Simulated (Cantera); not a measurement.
A Cantera script and what it prints.

```python
import numpy as np
import cantera as ct

gas_names = [...]  # 123 gases of nasa_gas.yaml made of C, H, O, S
cond_names = """
    C(gr) C6H6(L) C7H8(L) C8H18(L),n-octa H2O(s) H2O(L) H2SO4(L) S(cr1) S(cr2) S(L)
""".split()


# ... load() reads the species with a 1 bar reference pressure and builds the phases ...
atoms = {
    'CS2': {'C': 1, 'S': 2},
    'H2O': {'H': 2, 'O': 1},
    'H2': {'H': 2},
}
top_T = {'C(gr)': 4500}  # K; cautious upper limits of use, not melting points


# ... equilibrate(T, P, feed) seeds the gas with the atoms and calls Mixture.equilibrate('TP', solver="vcs", rtol=1e-11, max_steps=5000) ...
results = []
feed = {'CS2': 1, 'H2O': 4.4, 'H2': 1.4}  # mol
T = 3500  # K
P = 130000  # Pa
mix = equilibrate(T, P, feed)
results.append((T, P, feed, dict(zip(mix.species_names, mix.species_moles))))
x = sorted(zip(gas.X, gas.species_names), reverse=True)
print(f"T = {T:g} K  P = {P:g} Pa  gas = {mix.phase_moles(0):.4g} mol")
print("   x: " + "  ".join(f"{s} {v:.3e}" for v, s in x if v > 0.001))
print("   condensed (mol): " + ("  ".join(f"{mix.phase(i).name} {mix.phase_moles(i):.4g}"
      for i in range(1, mix.n_phases) if mix.phase_moles(i) > 1e-12) or "none"))
```

Output:

```
T = 3500 K  P = 130000 Pa  gas = 10.69 mol
   x: H 2.653e-01  H2 2.624e-01  H2O 1.109e-01  CO 8.899e-02  SO 7.596e-02  S 6.106e-02  OH 5.163e-02  O 3.042e-02  SH 1.888e-02  SO2 1.729e-02  S2 6.148e-03  O2 4.948e-03  CO2 4.541e-03  H2S 1.350e-03
   condensed (mol): none
```

Cantera equilibrium calculation (NASA polynomials, part measured and part estimated; ideal gas, pure solids and liquids).
